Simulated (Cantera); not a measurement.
Charge: 1 mol Si, 4.9 mol HCl, 18 mol H2, equilibrated at 623.15 K and 1 atm.

Cantera equilibrium calculation (NASA polynomials, part measured and part estimated; ideal gas, pure solids and liquids). Candidate condensed phases: Si; 19 gas species. Rates play no part.

Base state: H2 0.913, SiCl4 0.0456, HCl 0.0411, SiHCl3 4.70e-5 (mole fractions); condensed: gas only.

### Question
What changes in the equilibrium state with this change: HCl from 4.9 to 0.81 mol?

### Answer
| species | before | after |
|---|---|---|
| H2 | 0.913 | 0.987 |
| SiHCl3 | 4.70e-5 | 0.00735 |
| SiCl4 | 0.0456 | 0.00509 |
| HCl | 0.0411 | 3.17e-5 |
| SiH2Cl2 | 2.61e-9 | 0.000571 |
| Si(s), mol | 0 | 0.758 |
